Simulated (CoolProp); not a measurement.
Ammonia along the isotherm 275.6 K: Z from the reference equation and from simpler models built on Tc = 405.6 K, pc = 11.36 MPa, ω = 0.256; each cubic takes its own stable root.

The numbers come from the reference Helmholtz-energy equation of state, Gao 2020 in CoolProp.

```json
[
 {"p (MPa)": "0.0898", "phase": "gas", "reference": "0.9871", "van der Waals": "0.9942", "Redlich-Kwong": "0.9921", "Soave-Redlich-Kwong": "0.9912", "Peng-Robinson": "0.9908"},
 {"p (MPa)": "0.145", "phase": "gas", "reference": "0.9789", "van der Waals": "0.9906", "Redlich-Kwong": "0.9872", "Soave-Redlich-Kwong": "0.9857", "Peng-Robinson": "0.9851"},
 {"p (MPa)": "0.234", "phase": "gas", "reference": "0.9654", "van der Waals": "0.9848", "Redlich-Kwong": "0.9791", "Soave-Redlich-Kwong": "0.9768", "Peng-Robinson": "0.9758"},
 {"p (MPa)": "0.379", "phase": "gas", "reference": "0.9425", "van der Waals": "0.9751", "Redlich-Kwong": "0.9658", "Soave-Redlich-Kwong": "0.9620", "Peng-Robinson": "0.9603"},
 {"p (MPa)": "0.612", "phase": "liquid", "reference": "0.007159", "van der Waals": "0.9591", "Redlich-Kwong": "0.9437", "Soave-Redlich-Kwong": "0.009026", "Peng-Robinson": "0.007977"},
 {"p (MPa)": "0.989", "phase": "liquid", "reference": "0.01156", "van der Waals": "0.9322", "Redlich-Kwong": "0.01515", "Soave-Redlich-Kwong": "0.01458", "Peng-Robinson": "0.01289"},
 {"p (MPa)": "1.6", "phase": "liquid", "reference": "0.01869", "van der Waals": "0.8848", "Redlich-Kwong": "0.02448", "Soave-Redlich-Kwong": "0.02357", "Peng-Robinson": "0.02083"},
 {"p (MPa)": "2.58", "phase": "liquid", "reference": "0.03011", "van der Waals": "0.05740", "Redlich-Kwong": "0.03940", "Soave-Redlich-Kwong": "0.03795", "Peng-Robinson": "0.03356"},
 {"p (MPa)": "4.17", "phase": "liquid", "reference": "0.04858", "van der Waals": "0.09227", "Redlich-Kwong": "0.06350", "Soave-Redlich-Kwong": "0.06122", "Peng-Robinson": "0.05414"},
 {"p (MPa)": "6.74", "phase": "liquid", "reference": "0.07830", "van der Waals": "0.1479", "Redlich-Kwong": "0.1022", "Soave-Redlich-Kwong": "0.09862", "Peng-Robinson": "0.08726"},
 {"p (MPa)": "10.9", "phase": "liquid", "reference": "0.1261", "van der Waals": "0.2364", "Redlich-Kwong": "0.1641", "Soave-Redlich-Kwong": "0.1587", "Peng-Robinson": "0.1405"},
 {"p (MPa)": "17.6", "phase": "liquid", "reference": "0.2022", "van der Waals": "0.3755", "Redlich-Kwong": "0.2623", "Soave-Redlich-Kwong": "0.2543", "Peng-Robinson": "0.2254"},
 {"p (MPa)": "28.4", "phase": "liquid", "reference": "0.3231", "van der Waals": "0.5933", "Redlich-Kwong": "0.4173", "Soave-Redlich-Kwong": "0.4059", "Peng-Robinson": "0.3603"}
]
```

At some of these states van der Waals, Redlich-Kwong gives the other phase, because its saturation line lies elsewhere.
